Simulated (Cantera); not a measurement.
Mixture: CH4 : O2 : N2 = 1 : 1.33 : 5.01 (molar parts), equivalence ratio 1.5, at 398 Torr, adiabatic and at constant pressure. Ignition delay is the time to a rise of 400 K.

Computed with Cantera and GRI-Mech 3.0 (53 species, 325 reactions).

Task: Predict: delay at 1250 K; delay at 1325 K; delay at 1400 K; delay at 1475 K; delay at 1550 K; delay at 1625 K; apparent activation energy between 1475 and 1625 K.

Result: 
```
Quantity                                                Result
--------------------------------------------------  ----------
delay at 1250 K                                        47.4 ms
delay at 1325 K                                        17.2 ms
delay at 1400 K                                        6.77 ms
delay at 1475 K                                        2.90 ms
delay at 1550 K                                        1.37 ms
delay at 1625 K                                       0.710 ms
apparent activation energy between 1475 and 1625 K  190 kJ/mol
```
